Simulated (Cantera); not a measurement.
What does this Cantera script print?

```python
import numpy as np
import cantera as ct

gas_names = [...]  # 75 gases of nasa_gas.yaml made of B, Cl, F, H, N, O
cond_names = """
    B(b) B(L) BN(s) B2O3(L) B3O3H3(cr) H2O(s) H2O(L) NH4CL(a) NH4CL(b)
""".split()


# ... load() reads the species with a 1 bar reference pressure and builds the phases ...
atoms = {
    'B2O3': {'B': 2, 'O': 3},
    'NF3': {'N': 1, 'F': 3},
    'O2': {'O': 2},
    'HCl': {'H': 1, 'CL': 1},
}
top_T = {'BN(s)': 3200}  # K; cautious upper limits of use, not melting points


# ... equilibrate(T, P, feed) seeds the gas with the atoms and calls Mixture.equilibrate('TP', solver="vcs", rtol=1e-11, max_steps=5000) ...
results = []
feed = {'B2O3': 1, 'NF3': 1.9, 'O2': 2, 'HCl': 90}  # mol
for P in [1, 3.6, 13, 46, 170, 600, 2200, 7700, 28000, 100000]:
    for T in [1100, 1125, 1150, 1175, 1200, 1225, 1250, 1275, 1300, 1325, 1350]:
        mix = equilibrate(T, P, feed)
        results.append((T, P, feed, dict(zip(mix.species_names, mix.species_moles))))

for T, P, feed, n in results:
    print(f"{T:7g} {P:10.4g}  " + (" + ".join(c for c in cond_names if n.get(c, 0) > 1e-12) or "gas only"))
```

It prints:

```
   1100          1  gas only
   1125          1  gas only
   1150          1  gas only
   1175          1  gas only
   1200          1  gas only
   1225          1  gas only
   1250          1  gas only
   1275          1  gas only
   1300          1  gas only
   1325          1  gas only
   1350          1  gas only
   1100        3.6  gas only
   1125        3.6  gas only
   1150        3.6  gas only
   1175        3.6  gas only
   1200        3.6  gas only
   1225        3.6  gas only
   1250        3.6  gas only
   1275        3.6  gas only
   1300        3.6  gas only
   1325        3.6  gas only
   1350        3.6  gas only
   1100         13  gas only
   1125         13  gas only
   1150         13  gas only
   1175         13  gas only
   1200         13  gas only
   1225         13  gas only
   1250         13  gas only
   1275         13  gas only
   1300         13  gas only
   1325         13  gas only
   1350         13  gas only
   1100         46  B2O3(L)
   1125         46  B2O3(L)
   1150         46  gas only
   1175         46  gas only
   1200         46  gas only
   1225         46  gas only
   1250         46  gas only
   1275         46  gas only
   1300         46  gas only
   1325         46  gas only
   1350         46  gas only
   1100        170  B2O3(L)
   1125        170  B2O3(L)
   1150        170  B2O3(L)
   1175        170  B2O3(L)
   1200        170  gas only
   1225        170  gas only
   1250        170  gas only
   1275        170  gas only
   1300        170  gas only
   1325        170  gas only
   1350        170  gas only
   1100        600  B2O3(L)
   1125        600  B2O3(L)
   1150        600  B2O3(L)
   1175        600  B2O3(L)
   1200        600  B2O3(L)
   1225        600  B2O3(L)
   1250        600  gas only
   1275        600  gas only
   1300        600  gas only
   1325        600  gas only
   1350        600  gas only
   1100       2200  B2O3(L)
   1125       2200  B2O3(L)
   1150       2200  B2O3(L)
   1175       2200  B2O3(L)
   1200       2200  B2O3(L)
   1225       2200  B2O3(L)
   1250       2200  B2O3(L)
   1275       2200  B2O3(L)
   1300       2200  gas only
   1325       2200  gas only
   1350       2200  gas only
   1100       7700  B2O3(L)
   1125       7700  B2O3(L)
   1150       7700  B2O3(L)
   1175       7700  B2O3(L)
   1200       7700  B2O3(L)
   1225       7700  B2O3(L)
   1250       7700  B2O3(L)
   1275       7700  B2O3(L)
   1300       7700  B2O3(L)
   1325       7700  B2O3(L)
   1350       7700  gas only
   1100    2.8e+04  B2O3(L)
   1125    2.8e+04  B2O3(L)
   1150    2.8e+04  B2O3(L)
   1175    2.8e+04  B2O3(L)
   1200    2.8e+04  B2O3(L)
   1225    2.8e+04  B2O3(L)
   1250    2.8e+04  B2O3(L)
   1275    2.8e+04  B2O3(L)
   1300    2.8e+04  B2O3(L)
   1325    2.8e+04  B2O3(L)
   1350    2.8e+04  B2O3(L)
   1100      1e+05  B2O3(L)
   1125      1e+05  B2O3(L)
   1150      1e+05  B2O3(L)
   1175      1e+05  B2O3(L)
   1200      1e+05  B2O3(L)
   1225      1e+05  B2O3(L)
   1250      1e+05  B2O3(L)
   1275      1e+05  B2O3(L)
   1300      1e+05  B2O3(L)
   1325      1e+05  B2O3(L)
   1350      1e+05  B2O3(L)
```

These are equilibrium values from Cantera (NASA tables, ideal gas, pure condensed phases), not measurements of a reactor. The tables' values for BCl2, BF2 are old estimates.
